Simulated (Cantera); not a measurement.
**Ignition delay**

Mixture: CH₄ : H₂ : O₂ : N₂ = 1 : 0.049 : 1.01 : 5.97 (molar parts), at 17.0 bar, adiabatic and at constant volume. Ignition delay is the time to a rise of 400 K.

Cantera simulation using GRI-Mech 3.0 (53 species, 325 reactions); the numbers are that mechanism's predictions, not measurements. The pressure lies above the range GRI-Mech 3.0 was tuned for (to about 10 atm).

| T0 (K) | delay (ms) |
|---|---|
| 1023 | 12.6 |
| 1073 | 7.08 |
| 1123 | 4.42 |
| 1173 | 2.89 |
| 1223 | 1.91 |
| 1273 | 1.26 |
| 1323 | 0.821 |
| 1373 | 0.533 |
| 1423 | 0.344 |

```
Property                                                Result
--------------------------------------------------  ----------
apparent activation energy between 1323 and 1423 K  140 kJ/mol
```
